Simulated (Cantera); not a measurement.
Premixed flame

A freely propagating, adiabatic, planar premixed flame of CO : H2 : O2 : N2 : CO2 = 1 : 0.072 : 0.616 : 2.32 : 0.56 (molar parts), unburnt at 375 K and 17000 Pa; unity-Lewis-number transport, grid criteria slope 0.08 and curve 0.16, no radiation.

Detailed kinetics in Cantera: GRI-Mech 3.0 (53 species, 325 reactions). Unity Lewis numbers drop preferential diffusion, which matters most where H2 and H carry the flame. Burning velocities carry a grid error of a few per cent, more on coarse grids.

```json
[
 {"z (mm)": "-18.2", "T (K)": "375", "u (m/s)": "0.286", "x CO": "0.219", "x H2": "0.0158", "x O2": "0.135", "x O": "<1e-8", "x HO2": "<1e-8", "x OH": "<1e-8"},
 {"z (mm)": "-12.1", "T (K)": "375", "u (m/s)": "0.286", "x CO": "0.219", "x H2": "0.0158", "x O2": "0.135", "x O": "<1e-8", "x HO2": "<1e-8", "x OH": "<1e-8"},
 {"z (mm)": "-9.11", "T (K)": "375", "u (m/s)": "0.286", "x CO": "0.219", "x H2": "0.0158", "x O2": "0.135", "x O": "<1e-8", "x HO2": "4.10e-8", "x OH": "<1e-8"},
 {"z (mm)": "-6.07", "T (K)": "377", "u (m/s)": "0.288", "x CO": "0.219", "x H2": "0.0157", "x O2": "0.135", "x O": "<1e-8", "x HO2": "4.26e-7", "x OH": "<1e-8"},
 {"z (mm)": "-3.04", "T (K)": "429", "u (m/s)": "0.327", "x CO": "0.214", "x H2": "0.0151", "x O2": "0.132", "x O": "8.93e-7", "x HO2": "1.26e-5", "x OH": "1.67e-8"},
 {"z (mm)": "-1.52", "T (K)": "655", "u (m/s)": "0.492", "x CO": "0.194", "x H2": "0.0119", "x O2": "0.120", "x O": "0.000139", "x HO2": "3.95e-5", "x OH": "2.89e-5"},
 {"z (mm)": "0", "T (K)": "1049", "u (m/s)": "0.768", "x CO": "0.144", "x H2": "0.00341", "x O2": "0.0907", "x O": "0.00517", "x HO2": "1.05e-5", "x OH": "0.000487"},
 {"z (mm)": "1.52", "T (K)": "1291", "u (m/s)": "0.931", "x CO": "0.103", "x H2": "0.00101", "x O2": "0.0662", "x O": "0.0129", "x HO2": "4.57e-6", "x OH": "0.00116"},
 {"z (mm)": "3.04", "T (K)": "1418", "u (m/s)": "1.01", "x CO": "0.0858", "x H2": "0.00112", "x O2": "0.0574", "x O": "0.0132", "x HO2": "3.17e-6", "x OH": "0.00173"},
 {"z (mm)": "6.07", "T (K)": "1547", "u (m/s)": "1.09", "x CO": "0.0745", "x H2": "0.00107", "x O2": "0.0526", "x O": "0.00996", "x HO2": "2.25e-6", "x OH": "0.00216"},
 {"z (mm)": "12.1", "T (K)": "1662", "u (m/s)": "1.17", "x CO": "0.0642", "x H2": "0.000857", "x O2": "0.0484", "x O": "0.00670", "x HO2": "1.55e-6", "x OH": "0.00228"},
 {"z (mm)": "24.3", "T (K)": "1764", "u (m/s)": "1.23", "x CO": "0.0532", "x H2": "0.000655", "x O2": "0.0438", "x O": "0.00437", "x HO2": "1.00e-6", "x OH": "0.00222"},
 {"z (mm)": "48.6", "T (K)": "1851", "u (m/s)": "1.28", "x CO": "0.0426", "x H2": "0.000487", "x O2": "0.0392", "x O": "0.00280", "x HO2": "6.17e-7", "x OH": "0.00204"}
]
```
x: mole fraction of selected species; z is measured from the peak of heat release.

| Quantity | Result |
|---|---|
| laminar burning velocity | 28.6 cm/s |
| thermal thickness | 6.07 mm |
| peak x(O) | 0.0136 |
| peak x(HO2) | 4.49e-5 |
| peak x(OH) | 0.00229 |
| grid points | 126 |
